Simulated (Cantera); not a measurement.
A closed system holds: 1 mol AlN, 1.5 mol HCl, 15 mol H₂, held at 1975 K and 86.0 Pa.

These are equilibrium values from Cantera (NASA tables, ideal gas, pure condensed phases), not measurements of a reactor. The tables' values for AlCl₂ are old estimates; treat these amounts as uncertain. The numbers say what is thermodynamically allowed, not how fast it happens.

```json
[
 {"species": "H₂", "before": "0.844", "after": "0.889"},
 {"species": "AlCl", "before": "0.0541", "after": "0.0526"},
 {"species": "N₂", "before": "0.0279", "after": "0.0286"},
 {"species": "H", "before": "0.0429", "after": "0.00201"},
 {"species": "HCl", "before": "0.0281", "after": "0.0235"},
 {"species": "AlCl₃", "before": "1.95e-6", "after": "0.000601"},
 {"species": "Cl", "before": "0.00107", "after": "3.99e-5"},
 {"species": "Al", "before": "0.00147", "after": "8.00e-5"},
 {"species": "AlCl₂", "before": "0.000227", "after": "0.00393"},
 {"species": "AlH", "before": "1.17e-5", "after": "1.43e-5"}
]
```
Gas species are given as mole fractions.

Q: Name the change that produced these shifts.
A. pressure from 86.0 Pa to 10.0 mbar
B. temperature from 1975 K to 950 K
C. pressure from 86.0 Pa to 0.410 bar
D. H₂ from 15 to 0.43 mol

A: C, pressure from 86.0 Pa to 0.410 bar
